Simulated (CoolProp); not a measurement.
Computed with CoolProp (reference Helmholtz-energy equation of state, Lemmon 2006). It is a short technical equation, of lower accuracy than the large ones.

**Question.** For nitrous oxide, give the phase and the Z, speed of sound (m/s), Joule-Thomson coefficient (K/MPa) at -64.95 °C and 5.43 MPa.

**Answer.** 
- -64.95 °C and 5.43 MPa: liquid; Z 0.118, speed of sound 1010, Joule-Thomson coefficient -0.224
